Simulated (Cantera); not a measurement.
# Thermodynamics of carbon deposition, reforming and gasification, feed n-butane + CO2 + N2 + O2

Input: 1 mol n-butane, 3.4 mol CO2, 26 mol N2, a varied amount of O2, held at 2475 °C and 1000 Pa.

These are equilibrium values from Cantera (NASA tables, ideal gas, pure condensed phases), not measurements of a reactor. Candidate condensed phases: C, C6H6, C7H8, C8H18, H2O; 136 gas species. Kinetics and transport are ignored.

| n(O2) (mol) | x N2 | x CO | x H | x H2 | x O |
|---|---|---|---|---|---|
| 0.018 | 0.630 | 0.167 | 0.144 | 0.0450 | 4.30e-9 |
| 0.031 | 0.630 | 0.168 | 0.144 | 0.0451 | 4.51e-9 |
| 0.054 | 0.630 | 0.169 | 0.144 | 0.0452 | 4.93e-9 |
| 0.094 | 0.629 | 0.170 | 0.145 | 0.0455 | 5.89e-9 |
| 0.17 | 0.629 | 0.173 | 0.146 | 0.0460 | 9.34e-9 |
| 0.29 | 0.627 | 0.178 | 0.147 | 0.0469 | 1.22e-7 |
| 0.5 | 0.625 | 0.177 | 0.144 | 0.0450 | 0.00372 |
| 0.88 | 0.619 | 0.173 | 0.139 | 0.0417 | 0.0107 |
x: gas mole fraction; nothing condenses.

From 0.018 mol O2 to 0.88 mol O2 nothing is condensed. The main C-bearing gas is CO throughout.
